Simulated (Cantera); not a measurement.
An isothermal, constant-pressure homogeneous reactor starts with 1.51 % CO, 3.60 % O₂, 0.227 % H₂O, 94.7 % N₂, equivalence ratio 0.21, at 1050 K and 760 Torr.

Computed with Cantera and GRI-Mech 3.0 (53 species, 325 reactions).

One state of this run: x CO = 7.35e-5; x O₂ = 0.0286; x H₂O = 0.00229; x N₂O = 9.41e-7; x HO₂ = 2.68e-7; x NO = 3.47e-8. x: mole fraction; the columns are a selection and need not sum to one.

Q: Which value of t (s) does it belong to?
A. 0.0316
B. 5.00
C. 1.82
D. 0.660

A: C, 1.82
